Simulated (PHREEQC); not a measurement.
Solution A (0.0019 mol/kgw FeCl3, 0.00013 mol/kgw CuCl2 and 0.00064 mol/kgw Na2SO4) is mixed with solution B (0.012 mol/kgw HF, 0.00018 mol/kgw NaF and 0.14 mol/kgw H2SO4) at 25 °C; shares are by mass of water, 1 kg in all. Oxygen is held at 0.21 atm. CO2 from the air is kept out. No solid was allowed to form.

Equilibrium calculation in PHREEQC: ion-association model, phreeqc.dat.

| share of solution B | pH | HF (mol/kgw) | Cu+2 (mol/kgw) | HSO4- (mol/kgw) |
|---|---|---|---|---|
| 0 | 2.89 | 0 | 0.000125 | 2.76e-5 |
| 0.05 | 1.97 | 6.61e-5 | 9.71e-5 | 0.00259 |
| 0.1 | 1.72 | 0.000302 | 8.56e-5 | 0.00719 |
| 0.15 | 1.58 | 0.000678 | 7.83e-5 | 0.0124 |
| 0.2 | 1.48 | 0.00116 | 7.24e-5 | 0.0179 |
| 0.25 | 1.40 | 0.00171 | 6.71e-5 | 0.0236 |
| 0.3 | 1.33 | 0.00231 | 6.23e-5 | 0.0295 |
| 0.35 | 1.27 | … | 5.76e-5 | 0.0354 |
| 0.4 | 1.23 | 0.00360 | 5.31e-5 | 0.0414 |
| 0.45 | 1.18 | 0.00427 | … | 0.0475 |
| 0.5 | 1.14 | 0.00496 | 4.42e-5 | … |
| 0.55 | 1.11 | 0.00565 | 3.98e-5 | 0.0599 |
| 0.6 | 1.08 | 0.00636 | 3.54e-5 | 0.0661 |
| 0.65 | 1.05 | 0.00706 | 3.10e-5 | 0.0724 |
| 0.7 | 1.02 | 0.00777 | 2.66e-5 | … |
| 0.75 | 0.99 | … | 2.22e-5 | 0.0850 |
| 0.8 | 0.97 | 0.00920 | 1.78e-5 | 0.0913 |
| 0.85 | 0.95 | 0.00992 | 1.34e-5 | 0.0977 |
| 0.9 | 0.92 | 0.0106 | 8.92e-6 | 0.104 |
| 0.95 | 0.90 | … | 4.47e-6 | 0.111 |
| 1 | 0.88 | 0.0121 | 0 | 0.117 |

**Question.** Some entries are withheld; supply them.

**Answer.** 
- 0.35, HF (mol/kgw): 0.00294
- 0.45, Cu+2 (mol/kgw): 4.86e-5
- 0.5, HSO4- (mol/kgw): 0.0537
- 0.7, HSO4- (mol/kgw): 0.0787
- 0.75, HF (mol/kgw): 0.00849
- 0.95, HF (mol/kgw): 0.0114

Fluoro complexes past AlF4- and FeF3 are missing from the database.
